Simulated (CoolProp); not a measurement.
Vapour-liquid equilibrium of CH2F2 (R32) (1) + R236EA (2) at 314.7 K; x and y are mole fractions of (1).

Values from CoolProp's multi-fluid Helmholtz-energy mixture model, Tillner-Roth 1997 and Rui 2013; pair parameters Bell 2016.

```tsv
x	bubble pressure (MPa)	y at the bubble point	dew pressure at overall composition x (MPa)	liquid density (mol/L)
0.05	0.4317	0.200	0.3707	9.269
0.2	0.6839	0.541	0.4315	10.08
0.35	0.9642	0.714	0.5156	11.01
0.5	1.273	0.818	0.6393	12.07
0.65	1.614	0.890	0.8381	13.31
0.8	1.994	0.943	1.206	14.75
0.95	2.420	0.987	2.051	16.41
```

No azeotrope shows between x = 0.05 and 0.95.

The pair parameters rest on a limited set of measurements; away from them the model extrapolates.
